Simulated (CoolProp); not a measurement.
The numbers come from the reference Helmholtz-energy equation of state, Lemmon and Jacobsen 2000 in CoolProp.

Question: For R143a, give the phase and the expansivity (1/kK), viscosity (µPa s), conductivity (mW/(m K)), fugacity coefficient at -78.15 °C and 3.52 MPa; 117.35 °C and 3.52 MPa; 182.55 °C and 3.52 MPa.

Answer: 
- -78.15 °C and 3.52 MPa: liquid; expansivity 1.97, viscosity 307, conductivity 119, fugacity coefficient 0.00575
- 117.35 °C and 3.52 MPa: gas; expansivity 6.55, viscosity 17.3, conductivity 27.9, fugacity coefficient 0.788
- 182.55 °C and 3.52 MPa: gas; expansivity 3.59, viscosity 18.7, conductivity 34.1, fugacity coefficient 0.880

Viscosity comes from a separate model (Klein 1997), an estimate that may be off by 10 % or more. Thermal conductivity comes from a separate model (McLinden 2000), an estimate that may be off by 10 % or more.
